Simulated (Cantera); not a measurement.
Ignition delay

Mixture: CH4 : C2H6 : O2 : N2 : CO2 = 1 : 0.11 : 3.46 : 13 : 0.09 (molar parts), at 1200000 Pa, adiabatic and at constant pressure. Ignition delay is the time to a rise of 400 K.

Cantera simulation using GRI-Mech 3.0 (53 species, 325 reactions); the numbers are that mechanism's predictions, not measurements. The pressure lies above the range GRI-Mech 3.0 was tuned for (to about 10 atm).

```json
[
 {"T0 (K)": "1200", "delay (ms)": "0.877"},
 {"T0 (K)": "1275", "delay (ms)": "0.358"},
 {"T0 (K)": "1350", "delay (ms)": "0.165"},
 {"T0 (K)": "1425", "delay (ms)": "0.0828"},
 {"T0 (K)": "1500", "delay (ms)": "0.0440"},
 {"T0 (K)": "1575", "delay (ms)": "0.0245"},
 {"T0 (K)": "1650", "delay (ms)": "0.0142"}
]
```

```yaml
apparent activation energy between 1500 and 1650 K: 150 kJ/mol
```
